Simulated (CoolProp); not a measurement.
Vapour-liquid equilibrium of propane (1) + n-butane (2) at 272 K; x and y are mole fractions of (1).

Values from CoolProp's multi-fluid Helmholtz-energy mixture model, Lemmon 2009 and Bücker 2006; pair parameters Kunz 2012.

Task: Give the bubble pressure and the first vapour's composition at x = 0.25, 0.75, 0.85. Is there an azeotrope?

Result: x = 0.25: 0.1837 MPa, y = 0.582; x = 0.75: 0.3633 MPa, y = 0.924; x = 0.85: 0.4006 MPa, y = 0.958. No azeotrope shows between x = 0.05 and 0.95.

The pair parameters rest on a limited set of measurements; away from them the model extrapolates.
